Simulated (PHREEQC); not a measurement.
## Hard or scaling water: speciation

Dissolve 0.023 mol MgCl2 and 1.2e-05 mol CO2 per kg of water at 25 °C. Closed to the air; pH follows from the charge balance.

All values are PHREEQC results (ion-association model, phreeqc.dat), not measurements.

Each row changes one thing in this solution. This is a speciation only: nothing precipitates in the calculation.

| case | pH | ionic strength (mol/kgw) | CO2 (mol/kgw) | HCO3- (mol/kgw) | CO3-2 (mol/kgw) |
|---|---|---|---|---|---|
| as made | 5.65 | 0.0690 | 9.37e-6 | 2.34e-6 | 9.25e-11 |
| MgCl2 left out | 5.68 | ___ | 9.90e-6 | 2.10e-6 | 4.71e-11 |
| temperature from 25 to 10 °C | ___ | 0.0690 | 9.66e-6 | 2.09e-6 | 6.36e-11 |
| CO2 from 1.2e-05 to 0.00012 mol/kgw | ___ | 0.0690 | 0.000111 | 8.09e-6 | 9.34e-11 |
| temperature from 25 to 65 °C | ___ | 0.0690 | 9.33e-6 | 2.30e-6 | 1.28e-10 |
| diluted 2-fold with water | 5.83 | ___ | 4.33e-6 | 1.55e-6 | 8.11e-11 |
| temperature from 25 to 15 °C | 5.68 | 0.0690 | 9.55e-6 | 2.19e-6 | 7.32e-11 |

### Question
What belongs in the gaps?

### Answer

- MgCl2 left out, ionic strength (mol/kgw): 2.11e-6
- temperature from 25 to 10 °C, pH: 5.70
- CO2 from 1.2e-05 to 0.00012 mol/kgw, pH: 5.12
- temperature from 25 to 65 °C, pH: 5.58
- diluted 2-fold with water, ionic strength (mol/kgw): 0.0345

Away from 25 °C the constants follow the database's enthalpies or fits; those with neither stay at their 25 °C values.
